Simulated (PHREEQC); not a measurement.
Solution (25 °C): 0.063 mol/kgw HF, 0.011 mol/kgw NH4HF2, 0.00034 mol/kgw H4SiO4 and 0.0015 mol/kgw H3PO4. Closed to the air; pH follows from the charge balance.

Equilibrium calculation in PHREEQC: ion-association model, phreeqc.dat.

Each row changes one thing in this solution. This is a speciation only: nothing precipitates in the calculation.

```tsv
case	pH	ionic strength (mol/kgw)	HF (mol/kgw)	F- (mol/kgw)	HF2- (mol/kgw)	NH3 (mol/kgw)	SI of Quartz (SiO2)
as made	2.36	0.0163	0.0658	0.0114	0.00288	1.24e-9	-8.46
temperature from 25 to 75 °C	2.66	0.0138	0.0685	0.00904	0.00269	5.04e-8	___
H3PO4 replaced by (NH4)2HPO4 at the same molality	2.43	0.0185	0.0633	0.0132	0.00321	1.87e-9	-8.53
HF left out	3.11	0.0122	0.00979	___	0.000355	___	-4.97
H3PO4 left out	2.38	0.0160	0.0650	0.0120	0.00298	1.32e-9	-8.48
```

Problem. Fill in the missing entries.

Solution. 
- temperature from 25 to 75 °C, SI of Quartz (SiO2): -5.55
- HF left out, F- (mol/kgw): 0.00946
- HF left out, NH3 (mol/kgw): 7.15e-9

Species that the database lacks are ignored. Away from 25 °C the constants follow the database's enthalpies or fits; those with neither stay at their 25 °C values. SiF6-2 is the database's only silicon fluoride.
